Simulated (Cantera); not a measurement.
Input: 1 mol SiH4, 22 mol N2, at 420 Torr.

These are equilibrium values from Cantera (NASA tables, ideal gas, pure condensed phases), not measurements of a reactor. Candidate condensed phases: Si, Si3N4; 18 gas species. Kinetics and transport are ignored. All values below are at 1452 °C.

Base state: N2 0.914, H2 0.0857, H 7.26e-5 (mole fractions); condensed: Si3N4(s).

Q: What changes in the equilibrium state with this change: SiH4 replaced by SiH2Cl2?

A: 
```tsv
species	before	after
N2	0.914	0.917
HCl	0	0.0485
H2	0.0857	0.0182
SiCl2	0	0.0127
SiCl3	0	0.00243
SiCl4	0	0.000874
Si3N4(s), mol	0.333	0.207
```
The tables' values for SiCl3 are old estimates; treat these amounts as uncertain. Further candidate phases: NH4Cl.
